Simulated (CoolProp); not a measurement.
Saturated liquid density (kg/m³) of c-C4F8 (RC318): the reference equation beside estimates from Tc = 388.4 K, pc = 2778 kPa, ω = 0.355. Rackett uses Z = 0.29056 − 0.08775 ω.

The numbers come from the reference Helmholtz-energy equation of state, Platzer 1990 in CoolProp. This equation is an older, rougher fit; its heat capacities, sound speeds and derivatives of the liquid may be far off and weren't checked against measurements.

| T (K) | reference | Rackett | van der Waals | Redlich-Kwong | Soave-Redlich-Kwong |
|---|---|---|---|---|---|
| 310 | 1449 | 1559 | 888.7 | 1257 | … |
| 316 | 1422 | 1529 | 871.9 | 1226 | 1312 |
| 322 | … | 1498 | 854.3 | 1195 | 1280 |
| 328 | 1366 | 1466 | 835.9 | 1161 | 1245 |
| 334 | 1336 | … | 816.5 | … | 1209 |
| 340 | 1304 | … | 795.9 | … | 1169 |
| 346 | 1269 | 1358 | 774.0 | 1050 | 1127 |
| 352 | 1232 | 1317 | 750.5 | 1008 | 1081 |
| 358 | 1191 | 1273 | 724.9 | 962.8 | 1031 |

### Question
What belongs in the gaps?

### Answer

- 310, Soave-Redlich-Kwong: 1343
- 322, reference: 1395
- 334, Rackett: 1432
- 334, Redlich-Kwong: 1126
- 340, Rackett: 1396
- 340, Redlich-Kwong: 1089

Absolute difference from the reference over all 9 rows, mean and median: Rackett 7.2 and 7.2 %, van der Waals 38.9 and 38.9 %, Redlich-Kwong 15.9 and 15.7 %, Soave-Redlich-Kwong 9.9 and 9.5 %.
